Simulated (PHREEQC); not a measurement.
Dissolve 0.0068 mol Cu(BF4)2, 0.00015 mol HBF4 and 6.5e-05 mol Na2SO4 per kg of water at 68 °C. It is in equilibrium with CO2 at log p = 0 (atm). Otherwise closed; pH follows from the charge balance.

Equilibrium calculation in PHREEQC: ion-association model, phreeqc.dat.

Each row changes one thing in this solution. Precipitation was switched off in this run.

```tsv
case	pH	ionic strength (mol/kgw)	BF4- (mol/kgw)	HF (mol/kgw)	F- (mol/kgw)	H3BO3 (mol/kgw)
as made	3.00	0.0211	0.00972	0.00806	0.00275	0.00213
HBF4 from 0.00015 to 7.5e-05 mol/kgw	3.01	0.0211	0.00965	0.00800	0.00279	0.00213
temperature from 68 to 80 °C	3.05	0.0209	0.00912	0.00971	0.00293	0.00249
0.00099 mol/kgw HCl added	2.88	0.0215	0.00982	0.00860	0.00223	0.00218
diluted 5-fold with water	3.17	0.00472	0.000844	…	0.00208	0.00150
Na2SO4 left out	3.00	0.0210	0.00972	0.00806	0.00274	0.00213
Na2SO4 from 6.5e-05 to 3.25e-05 mol/kgw	3.00	0.0210	0.00972	0.00806	0.00275	0.00213
Cu(BF4)2 from 0.0068 to 0.0102 mol/kgw	2.95	0.0312	0.0157	0.00912	0.00288	0.00225
Cu(BF4)2 left out	3.51	0.000505	3.87e-9	0.000304	…	0.000150
```

Question: Fill in the missing entries.

Answer: 
- diluted 5-fold with water, HF (mol/kgw): 0.00443
- Cu(BF4)2 left out, F- (mol/kgw): 0.000295

Complexes and solids missing from the database can't appear. Away from 25 °C the constants follow the database's enthalpies or fits; those with neither stay at their 25 °C values. Real BF4- forms and hydrolyses slowly; the run takes it at equilibrium.
